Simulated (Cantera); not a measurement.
## Pyrogenic steam for wet oxidation

An isothermal, constant-pressure homogeneous reactor starts with H₂ : O₂ : N₂ = 1.1 : 1 : 8.7 (molar parts), equivalence ratio 0.55, at 1150 K and 0.138 atm.

Cantera simulation using the H2/O2 subset of GRI-Mech 3.0, which has no nitrogen chemistry; the numbers are that mechanism's predictions, not measurements. The temperature is held fixed by assumption; the heat of reaction is taken as removed at once.

```csv
t (s),x H₂,x O₂,x H₂O₂,x O,x OH,x HO₂,x H₂O
0.000200,0.102,0.0926,4.50e-11,2.46e-8,1.22e-8,1.10e-8,1.46e-7
0.000485,0.102,0.0925,8.82e-9,2.30e-5,1.16e-5,2.97e-6,0.000144
0.00118,0.00910,0.0501,4.56e-7,0.00843,0.00226,5.83e-6,0.0778
0.00285,0.00354,0.0452,6.86e-7,0.00250,0.00131,5.58e-6,0.0993
0.00691,0.000640,0.0440,6.64e-7,0.000394,0.000499,4.25e-6,0.106
0.0168,8.19e-5,0.0439,2.88e-7,4.71e-5,0.000168,1.64e-6,0.107
0.0406,1.22e-5,0.0439,9.13e-8,7.46e-6,6.74e-5,3.82e-7,0.107
0.0985,2.45e-6,0.0439,2.94e-8,1.69e-6,3.23e-5,9.46e-8,0.107
0.239,6.54e-7,0.0439,1.03e-8,4.92e-7,1.74e-5,2.82e-8,0.107
0.579,2.10e-7,0.0439,3.86e-9,1.67e-7,1.01e-5,9.76e-9,0.107
1.40,7.55e-8,0.0439,1.52e-9,6.20e-8,6.17e-6,3.87e-9,0.107
3.40,2.94e-8,0.0439,6.25e-10,2.45e-8,3.88e-6,1.94e-9,0.107
8.25,1.27e-8,0.0439,2.77e-10,1.06e-8,2.55e-6,1.43e-9,0.107
20.0,7.10e-9,0.0439,1.54e-10,5.75e-9,1.88e-6,1.43e-9,0.107
```
x: mole fraction; the columns are a selection and need not sum to one.

Equilibrium at this temperature and pressure: H₂ 5.92e-9, O₂ 0.0439, H₂O₂ 1.26e-10, O 4.69e-9, OH 1.69e-6, HO₂ 1.47e-9, H₂O 0.107 (gas phase only).
